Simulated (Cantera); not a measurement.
Input (Python, Cantera) and output of one run.

```python
import numpy as np
import cantera as ct

gas_names = """
    CL CL2 H HCL H2 Si SiCL SiCL2 SiCL3 SiCL4 SiH SiHCL3 SiH2 SiH2CL2 SiH3 SiH3CL SiH4 Si2 Si3
""".split()
cond_names = """
    Si(cr) Si(L)
""".split()


def load(file, names, dense=False):
    # The tables refer to 1 bar. Condensed volumes are neglected.
    table = {s.name: s for s in ct.Species.list_from_file(file)}
    out = []
    for n in names:
        d = dict(table[n].input_data)
        d["thermo"] = dict(d["thermo"], **{"reference-pressure": 1e5})
        if dense:
            d["equation-of-state"] = {"model": "constant-volume", "density": "1e6 g/cm^3"}
        out.append(ct.Species.from_dict(d))
    return out


gas = ct.Solution(thermo="ideal-gas", species=load("nasa_gas.yaml", gas_names))
cond = {s.name: ct.Solution(thermo="fixed-stoichiometry", species=[s], name=s.name)
        for s in load("nasa_condensed.yaml", cond_names, dense=True)}
atoms = {
    'Si': {'Si': 1},
    'Cl2': {'CL': 2},
    'H2': {'H': 2},
}
top_T = {}  # K; cautious upper limits of use, not melting points


def equilibrate(T, P, feed):
    n = {}
    for name, mol in feed.items():
        for a, k in atoms[name].items():
            n[a] = n.get(a, 0.0) + k * mol
    gas.TPX = T, P, n
    mass = sum(n.values()) * gas.mean_molecular_weight
    gas.equilibrate("TP")
    valid = [c for c in cond.values() if c.min_temp <= T <= top_T.get(c.name, c.max_temp)]
    mix = ct.Mixture([(gas, mass / gas.mean_molecular_weight)] + [(c, 0.0) for c in valid])
    mix.T, mix.P = T, P
    mix.equilibrate("TP", solver="vcs", rtol=1e-11, max_steps=5000)
    return mix


results = []
feed = {'Si': 1, 'Cl2': 1.7, 'H2': 1.4}  # mol
T = 975  # K
P = 100000  # Pa
mix = equilibrate(T, P, feed)
results.append((T, P, feed, dict(zip(mix.species_names, mix.species_moles))))
x = sorted(zip(gas.X, gas.species_names), reverse=True)
print(f"T = {T:g} K  P = {P:g} Pa  gas = {mix.phase_moles(0):.4g} mol")
print("   x: " + "  ".join(f"{s} {v:.3e}" for v, s in x if v > 0.001))
print("   condensed (mol): " + ("  ".join(f"{mix.phase(i).name} {mix.phase_moles(i):.4g}"
      for i in range(1, mix.n_phases) if mix.phase_moles(i) > 1e-12) or "none"))
```

It prints:

```
T = 975 K  P = 100000 Pa  gas = 2.196 mol
   x: H2 5.775e-01  SiCL4 3.043e-01  SiHCL3 1.028e-01  HCL 9.768e-03  SiH2CL2 3.640e-03  SiCL3 1.693e-03
   condensed (mol): Si(cr) 0.09363
```

Method: chemical equilibrium by Gibbs-energy minimisation in Cantera with the NASA 1993 tables (ideal gas, pure condensed phases). The tables' values for SiCl3 are old estimates; treat these amounts as uncertain.
